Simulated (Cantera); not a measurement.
## Ignition delay

Mixture: 23.2 % H2, 16.1 % O2, 60.6 % N2, equivalence ratio 0.72, at 3750 Torr, adiabatic and at constant pressure. Ignition delay is the time to a rise of 400 K.

Detailed kinetics in Cantera: GRI-Mech 3.0 (53 species, 325 reactions). The hydrogen kinetics of GRI-Mech 3.0 are dated; newer H2 mechanisms differ, most at raised pressure. Where the delays flatten at high temperature, the 400 K rule measures the pace of heat release, not the induction time.

| T0 (K) | delay (ms) |
|---|---|
| 1098 | 0.577 |
| 1173 | 0.0237 |
| 1248 | 0.00977 |
| 1323 | 0.00598 |
| 1398 | 0.00421 |
| 1473 | 0.00320 |
| 1548 | 0.00258 |
| 1623 | 0.00218 |
